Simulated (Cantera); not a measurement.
A closed system holds: 1 mol c-C₄F₈, 0.025 mol HCl, 0.071 mol H₂, equilibrated at 1875 K and 0.975 Torr.

Equilibrium computed with Cantera from the NASA thermochemical tables; the gas is ideal and each condensed phase is pure. Candidate condensed phases: C, C₆H₆, C₇H₈, C₈H₁₈; 118 gas species. The feed counts by its element totals alone. Gases not in the tables: C₂F₆ and larger saturated fluorocarbons. Equilibrium is a limit: real reactors are often held back by kinetics, nucleation or transport.

Base state: CF₄ 0.779, CF₂ 0.0903, HF 0.0715, F 0.0435, Cl 0.0107, CF₃ 0.00514, CF 0.000104, CClF₃ 1.79e-5 (mole fractions); condensed: C(graphite).

Problem. What changes in the equilibrium state with this change: HCl from 0.025 to 0.049 mol?

Solution. 
```csv
species,before,after
CF₄,0.779,0.761
CF₂,0.0903,0.0893
HF,0.0715,0.0803
Cl,0.0107,0.0205
F,0.0435,0.0433
HCl,5.55e-6,1.20e-5
ClF,5.79e-6,1.11e-5
CClF₃,1.79e-5,3.38e-5
CF₃,0.00514,0.00506
CF,0.000104,0.000104
"C(graphite), mol",1.96,1.96
```

Problem. What changes in the equilibrium state with this change: temperature from 1875 K to 3150 K?

Solution. 
| species | before | after |
|---|---|---|
| F | 0.0435 | 0.760 |
| C₃ | <1e-9 | 0.0839 |
| C | 1.32e-9 | 0.0644 |
| CF₄ | 0.779 | <1e-9 |
| CF₂ | 0.0903 | 0.000951 |
| C₂ | <1e-9 | 0.0207 |
| CF | 0.000104 | 0.0501 |
| HF | 0.0715 | 0.0115 |
| Cl | 0.0107 | 0.00257 |
| C₅ | <1e-9 | 0.000427 |
| C₄ | <1e-9 | 0.000181 |
| CF₃ | 0.00514 | 7.01e-8 |
| H | 1.30e-7 | 0.00562 |
| C(graphite), mol | 1.96 | 0 |
